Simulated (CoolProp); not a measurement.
Vapour-liquid equilibrium of dimethyl ether (1) + isobutane (2) at 210.5 K; x and y are mole fractions of (1).

Computed with CoolProp (multi-fluid Helmholtz-energy mixture model, Wu 2011 and Bücker 2006; pair parameters Bell 2016).

Q: Give the bubble pressure and the first vapour's composition at x = 0.05, 0.425, 0.8. Is there an azeotrope?

A: x = 0.05: 0.08889 bar, y = 0.161; x = 0.425: 0.1304 bar, y = 0.600; x = 0.8: 0.1416 bar, y = 0.807. y crosses x between x = 0.8 and 0.875: the model has an azeotrope there.

The pair parameters rest on a limited set of measurements; away from them the model extrapolates.
